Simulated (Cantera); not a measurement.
Input: 1 mol Si, 1.5 mol N2O, 15 mol H2, held at 1600 °C and 6080 Torr.

Equilibrium computed with Cantera from the NASA thermochemical tables; the gas is ideal and each condensed phase is pure. Candidate condensed phases: H2O, Si, SiO2, Si2N2O, Si3N4; 35 gas species. Mutual solubility and eutectic melting of coexisting phases are not modelled. The tables hold silica as quartz up to 1696 K and as liquid above; real silica turns to tridymite and cristobalite and melts near 1996 K. Rates play no part.

Base state: H2 0.916, N2 0.0815, H2O 0.00111, SiO 0.000882, H 0.000217, NH3 5.11e-5 (mole fractions); condensed: SiO2(condensed) + Si2N2O(s).

Task: What changes in the equilibrium state with this change: Si replaced by Si3N4?

Result: 
```tsv
species	before	after
H2	0.916	0.882
N2	0.0815	0.118
H	0.000217	0.000213
H2O	0.00111	2.80e-6
SiO	0.000882	3.77e-5
NH3	5.11e-5	5.80e-5
SiO2(condensed), mol	0.650	0
Si2N2O(s), mol	0.168	1.50
Si3N4(s), mol	0	0.000216
```
